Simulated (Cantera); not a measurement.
Input: 1 mol Cr, 0.011 mol H2O, 100 mol H2, 0.2 mol N2, held at 39.8 Torr.

Method: chemical equilibrium by Gibbs-energy minimisation in Cantera with the NASA 1993 tables (ideal gas, pure condensed phases). Candidate condensed phases: Cr, CrN, Cr2N, Cr2O3, H2O; 29 gas species. Mutual solubility and eutectic melting of coexisting phases are not modelled. Equilibrium is a limit: real reactors are often held back by kinetics, nucleation or transport.

Problem. Which condensed phases are stable at each of these points (T (K)): 1175, 1225, 1275, 1325, 1375, 1425, 1475, 1525?

Solution. 
| T (K) | condensed phases | Cr condensed (%) |
|---|---|---|
| 1175 | Cr(s) + Cr2O3(s) | 100.0 |
| 1225 | Cr(s) | 100.0 |
| 1275 | Cr(s) | 100.0 |
| 1325 | Cr(s) | 100.0 |
| 1375 | Cr(s) | 100.0 |
| 1425 | Cr(s) | 100.0 |
| 1475 | Cr(s) | 99.9 |
| 1525 | Cr(s) | 99.8 |

At 1175 K the condensed part is Cr(s) + Cr2O3(s). From 1225 K to 1525 K the condensed part is Cr(s).
